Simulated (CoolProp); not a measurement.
n-perfluorohexane along the isobar 0.705 MPa: Z from the reference equation and from simpler models built on Tc = 448.0 K, pc = 1.742 MPa, ω = 0.497; each cubic takes its own stable root.

The numbers come from the reference Helmholtz-energy equation of state, Gao 2022 in CoolProp.

```csv
T (K),phase,reference
220.6,liquid,0.06859
229.5,liquid,0.06680
238.4,liquid,0.06516
247.2,liquid,0.06367
256.1,liquid,0.06229
264.9,liquid,0.06105
273.8,liquid,0.05990
282.7,liquid,0.05885
291.5,liquid,0.05791
```

Question: How far does each simpler model (van der Waals, Redlich-Kwong, Soave-Redlich-Kwong) lie from the reference over these 9 states: mean and median of the absolute difference, and the worst?

Answer: 
- van der Waals: mean 79.9 %, median 79.6 %, worst +81.1 % at 220.6 K and 0.705 MPa
- Redlich-Kwong: mean 22.3 %, median 22.2 %, worst +22.9 % at 291.5 K and 0.705 MPa
- Soave-Redlich-Kwong: mean 15.8 %, median 15.6 %, worst +17.1 % at 220.6 K and 0.705 MPa
